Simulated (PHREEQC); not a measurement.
0.11 g of hydrous ferric oxide (600 m²/g; 0.2 weak and 0.005 strong sites per Fe, Dzombak-Morel constants, diffuse double layer) in 1 kg of water with 0.1 mol/kgw of an inert sodium salt and 5.8e-07 mol/kgw NaH2PO4 and 0.00017 mol/kgw Na2SO4, at 25 °C; the pH is set by adding NaOH or the inert anion's acid. Oxygen is held at 0.21 atm. The system is closed to CO2. Precipitation was switched off in this run.

Computed with PHREEQC (ion-association model, wateq4f.dat).

```
pH    P sorbed (%)  S sorbed (%)  surface charge σ (C/m²)  surface potential ψ (mV)
----  ------------  ------------  -----------------------  ------------------------
3             99.6          43.3                    0.153                       109
3.5           99.7          43.1                    0.150                       108
4.5           99.9          38.6                    0.139                       104
5             99.9          32.6                    0.124                        99
6             99.9          14.5                    0.085                        80
6.5           99.9           6.5                    0.064                        67
7.5           99.4           0.4                    0.022                        29
8             96.8           0.1                    0.004                         5
9             41.0           0.0                   -0.034                       -43
9.5           10.2           0.0                   -0.060                       -65
10.5           0.4           0.0                   -0.137                      -103
11             0.1           0.0                   -0.190                      -120
```

H3PO4, which wateq4f.dat lacks, is added to it with the constant of phreeqc.dat. The oxide is taken as insoluble; below pH 4 it would dissolve.
